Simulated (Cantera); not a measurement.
An isothermal, constant-pressure homogeneous reactor starts with CH₄ : H₂O : H₂ = 1 : 0.94 : 0.19 (molar parts), at 1848 K and 100000 Pa.

Computed with Cantera and GRI-Mech 3.0 (53 species, 325 reactions).

x: mole fraction; the columns are a selection and need not sum to one.

| t (s) | x CH₄ | x H₂O | x H₂ | x C₂H₂ | x H | x HCO |
|---|---|---|---|---|---|---|
| 0.000200 | 0.356 | 0.414 | 0.185 | 0.0197 | 0.000156 | 1.31e-7 |
| 0.000986 | 0.180 | 0.352 | 0.366 | 0.0907 | 0.000260 | 5.58e-8 |
| 0.00486 | ? | ? | ? | ? | ? | ? |
| 0.0240 | 0.0251 | 0.222 | 0.580 | 0.109 | 0.000421 | 2.01e-8 |
| 0.118 | 0.0148 | 0.112 | 0.669 | 0.0593 | 0.000443 | 3.39e-8 |
| 0.584 | 0.00628 | 0.0339 | 0.732 | 0.0224 | 0.000458 | 4.83e-8 |
| 2.88 | ? | ? | 0.756 | ? | 0.000464 | 5.47e-8 |
| 14.2 | 0.00214 | 3.66e-5 | 0.760 | 0.00624 | 0.000465 | 5.58e-8 |
| 70.0 | 0.00213 | 6.85e-6 | 0.760 | 0.00623 | 0.000465 | 5.58e-8 |

### Question
Some entries are withheld; supply them.

### Answer

- 0.00486, x CH₄: 0.0591
- 0.00486, x H₂O: 0.297
- 0.00486, x H₂: 0.498
- 0.00486, x C₂H₂: 0.127
- 0.00486, x H: 0.000362
- 0.00486, x HCO: 2.25e-8
- 2.88, x CH₄: 0.00275
- 2.88, x H₂O: 0.00485
- 2.88, x C₂H₂: 0.00853
